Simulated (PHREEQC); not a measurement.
A made-up water analysis in mg/kgw, 25 °C, pH 3.73, pe 11.1:

```tsv
constituent	mg/kgw
Na	84.2
K	27.9
Ca	27.3
Mg	17.2
Cl	92.8
S(6) as SO4	248
B	0.412
Zn	0.293
Cd	2.93
```

Na is adjusted to close the charge balance.
Valence states are taken as typed.

All values are PHREEQC results (ion-association model, wateq4f.dat), not measurements.

Each row changes one thing in this solution. This is a speciation only: nothing precipitates in the calculation.

```tsv
case	ionic strength (mol/kgw)	SO4-2 (mol/kgw)	Mg+2 (mol/kgw)	Ca+2 (mol/kgw)	MgSO4 (mol/kgw)	CaSO4 (mol/kgw)	SI of Gypsum (CaSO4:2H2O)	SI of Halite (NaCl)
as made	0.0106	0.00226	0.000574	0.000569	0.000134	0.000112	-1.67	-6.66
temperature from 25 to 35 °C at the same typed pH	0.0105	0.00222	0.000548	0.000563	…	…	-1.68	…
all concentrations times 3 at the same typed pH	0.0299	0.00624	0.00150	0.00151	…	…	-0.99	-5.75
```

Question: Some entries are withheld; supply them.

Answer: 
- temperature from 25 to 35 °C at the same typed pH, MgSO4 (mol/kgw): 0.000160
- temperature from 25 to 35 °C at the same typed pH, CaSO4 (mol/kgw): 0.000118
- temperature from 25 to 35 °C at the same typed pH, SI of Halite (NaCl): -6.68
- all concentrations times 3 at the same typed pH, MgSO4 (mol/kgw): 0.000628
- all concentrations times 3 at the same typed pH, CaSO4 (mol/kgw): 0.000531
